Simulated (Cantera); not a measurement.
## Thermodynamics of abatement and gas-phase synthesis, feed PH3 + O2

Input: 1 mol PH3, 0.35 mol O2, at 1 atm.

Method: chemical equilibrium by Gibbs-energy minimisation in Cantera with the NASA 1993 tables (ideal gas, pure condensed phases). Candidate condensed phases: H2O, P, P4O10; 17 gas species. Gases not in the tables: HPO2, HPO3 and P4O6. Rates play no part.

From 2000 °C to 2700 °C nothing is condensed.

```tsv
T (°C)	x H2	x PO	x P2	x H2O	x H	x PO2	x P
2000	0.558	0.129	0.147	0.125	0.00623	0.0329	0.000952
2100	0.565	0.148	0.136	0.108	0.0104	0.0300	0.00160
2200	0.568	0.165	0.125	0.0931	0.0167	0.0269	0.00256
2300	0.568	0.181	0.116	0.0798	0.0257	0.0238	0.00395
2400	0.564	0.194	0.106	0.0681	0.0382	0.0208	0.00588
2500	0.555	0.204	0.0976	0.0578	0.0550	0.0180	0.00846
2600	0.541	0.212	0.0891	0.0488	0.0768	0.0155	0.0118
2700	0.521	0.218	0.0807	0.0410	0.104	0.0132	0.0160
```
x: gas mole fraction; nothing condenses.
